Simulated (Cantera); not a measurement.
A closed system holds: 1 mol AlCl3, 3.2 mol N2O, 2.7 mol H2, equilibrated at 0.710 bar.

Equilibrium computed with Cantera from the NASA thermochemical tables; the gas is ideal and each condensed phase is pure. Candidate condensed phases: Al, AlCl3, AlN, Al2O3, H2O, NH4Cl; 45 gas species. Gases not in the tables: Al(OH)3. Equilibrium is a limit: real reactors are often held back by kinetics, nucleation or transport.

Question: At 1052 °C, list the 6 most abundant gas species with their mole fractions, and the condensed phases.

Answer: N2 0.420, HCl 0.377, H2O 0.165, O2 0.0287, Cl2 0.00722, Cl 0.00156. Condensed: Al2O3(s).
